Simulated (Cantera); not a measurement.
Charge: 1 mol MgO, 1.6 mol Br₂, 0.22 mol N₂, held at 0.220 bar.

Cantera equilibrium calculation (NASA polynomials, part measured and part estimated; ideal gas, pure solids and liquids). Candidate condensed phases: Br₂, Mg, MgBr₂, MgO; 17 gas species. Rates play no part.

x: gas mole fraction; n: condensed amount in mol.

| T (K) | x Br₂ | x Br | x N₂ | x MgBr₂ | x O₂ | n MgO(s) |
|---|---|---|---|---|---|---|
| 1050 | 0.860 | 0.0199 | 0.120 | 7.61e-5 | ___ | 1.000 |
| 1100 | 0.848 | 0.0329 | 0.119 | 0.000187 | ___ | 1.000 |
| 1150 | 0.830 | 0.0520 | 0.118 | 0.000422 | ___ | 0.999 |
| 1200 | 0.804 | 0.0786 | 0.116 | 0.000882 | ___ | 0.998 |
| 1250 | 0.769 | 0.114 | 0.114 | 0.00172 | ___ | 0.997 |
| 1300 | 0.725 | 0.160 | 0.111 | 0.00313 | ___ | 0.994 |
| 1350 | 0.669 | 0.215 | 0.108 | 0.00537 | ___ | 0.989 |
| 1400 | 0.603 | 0.280 | 0.103 | 0.00867 | ___ | 0.982 |
| 1450 | 0.529 | 0.352 | 0.0988 | 0.0132 | ___ | 0.971 |

What belongs in the gaps?


- 1050, x O₂: 3.79e-5
- 1100, x O₂: 9.32e-5
- 1150, x O₂: 0.000210
- 1200, x O₂: 0.000439
- 1250, x O₂: 0.000855
- 1300, x O₂: 0.00156
- 1350, x O₂: 0.00267
- 1400, x O₂: 0.00432
- 1450, x O₂: 0.00658
